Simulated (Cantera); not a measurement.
An isothermal, constant-pressure homogeneous reactor starts with H₂ : O₂ : N₂ = 1.1 : 1 : 5.7 (molar parts), equivalence ratio 0.55, at 950 K and 1.00 bar.

Computed with Cantera and GRI-Mech 3.0 (53 species, 325 reactions). The temperature is held fixed by assumption; the heat of reaction is taken as removed at once.

x: mole fraction; the columns are a selection and need not sum to one.

```csv
t (s),x H₂,x O₂,x H₂O₂,x O,x NO
3.00e-5,0.141,0.128,<1e-12,1.04e-11,<1e-12
0.000157,0.141,0.128,9.59e-12,4.22e-11,<1e-12
0.000825,0.141,0.128,6.48e-10,9.98e-11,<1e-12
0.00433,0.141,0.128,6.60e-8,1.19e-9,<1e-12
0.0227,?,?,?,?,?
0.119,0.0712,0.0952,0.000498,2.08e-7,5.43e-9
0.624,0.0197,0.0712,0.000212,1.49e-7,3.57e-9
3.27,?,0.0622,?,?,4.03e-10
17.2,1.53e-5,0.0621,8.63e-9,7.71e-11,1.15e-10
90.0,2.55e-7,0.0621,5.32e-11,1.18e-12,7.32e-10
```

### Question
Complete the blanks.

### Answer

- 0.0227, x H₂: 0.0884
- 0.0227, x O₂: 0.103
- 0.0227, x H₂O₂: 0.000182
- 0.0227, x O: 8.76e-8
- 0.0227, x NO: 4.01e-9
- 3.27, x H₂: 0.000272
- 3.27, x H₂O₂: 1.10e-6
- 3.27, x O: 6.31e-9
